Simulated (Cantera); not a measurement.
Cantera run, input and output.

```python
import numpy as np
import cantera as ct

surf = ct.Interface("diamond.yaml", "diamond_100")
gas, bulk = surf.adjacent["gas"], surf.adjacent["diamond"]
k = surf.kinetics_species_index(bulk.species_names[0])
cover = ["c6HH", "c6H*", "c6*H", "c6**", "c6HM", "c6B"]

rows, drift = [], 0.0
print(f"{'xCH3':>10s}{'um/h':>11s}" + "".join(f"{s:>11s}" for s in cover))
for v in [1e-06, 2.4e-06, 5.9e-06, 1.4e-05, 3.5e-05, 8.6e-05, 0.00021, 0.00051, 0.0012]:
    T, P, xH, xCH3 = 1075, 15000, 0.00042, v
    gas.TPX = T, P, {"H": xH, "CH3": xCH3, "CH4": 0.007, "H2": 1 - xH - xCH3 - 0.007}
    surf.TP = bulk.TP = T, P
    surf.coverages = "c6H*:0.1, c6HH:0.9"
    surf.advance_coverages(100.0)
    before = surf.coverages
    surf.advance_coverages(100.0)
    drift = max(drift, np.max(np.abs(surf.coverages - before) / (surf.coverages + 1e-9)))
    rate = surf.net_production_rates[k] * bulk.mean_molecular_weight / bulk.density * 3.6e9
    rows.append([rate, *surf[cover].coverages])
    print(f"{v:10.4g}{rate:11.4e}" + "".join(f"{x:11.3e}" for x in rows[-1][1:]))
```

Result:

```
      xCH3       um/h       c6HH       c6H*       c6*H       c6**       c6HM        c6B
     1e-06 5.2319e-02  5.518e-01  2.447e-02  4.115e-01  1.160e-02  4.558e-04  1.420e-10
   2.4e-06 1.2542e-01  5.513e-01  2.445e-02  4.111e-01  1.158e-02  1.093e-03  3.403e-10
   5.9e-06 3.0740e-01  5.500e-01  2.439e-02  4.101e-01  1.153e-02  2.678e-03  8.342e-10
   1.4e-05 7.2447e-01  5.471e-01  2.425e-02  4.078e-01  1.143e-02  6.313e-03  1.966e-09
   3.5e-05 1.7799e+00  5.398e-01  2.391e-02  4.020e-01  1.116e-02  1.551e-02  4.830e-09
   8.6e-05 4.1976e+00  5.230e-01  2.312e-02  3.887e-01  1.056e-02  3.662e-02  1.139e-08
   0.00021 9.3431e+00  4.873e-01  2.143e-02  3.603e-01  9.294e-03  8.167e-02  2.535e-08
   0.00051 1.8736e+01  4.216e-01  1.833e-02  3.082e-01  7.088e-03  1.645e-01  5.084e-08
    0.0012 3.1698e+01  3.300e-01  1.400e-02  2.354e-01  4.335e-03  2.804e-01  8.602e-08
```

Cantera simulation using the Harris–Goodwin 1993 mechanism for the reconstructed diamond (100) surface; the numbers are that mechanism's predictions, not measurements.
